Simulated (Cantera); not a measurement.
A closed system holds: 1 mol CO, 0.014 mol O₂, equilibrated at 1775 K and 13300 Pa.

Equilibrium computed with Cantera from the NASA thermochemical tables; the gas is ideal and each condensed phase is pure. Candidate condensed phases: C; 12 gas species. Equilibrium is a limit: real reactors are often held back by kinetics, nucleation or transport.

Base state: CO 0.972, CO₂ 0.0280 (mole fractions); condensed: gas only.

### Question
What changes in the equilibrium state with this change: O₂ from 0.014 to 0.03 mol?

### Answer
```
species  before   after
-------  ------  ------
CO        0.972   0.940
CO₂      0.0280  0.0600
```

### Question
What changes in the equilibrium state with this change: O₂ from 0.014 to 0.0078 mol?

### Answer
| species | before | after |
|---|---|---|
| CO | 0.972 | 0.984 |
| CO₂ | 0.0280 | 0.0156 |
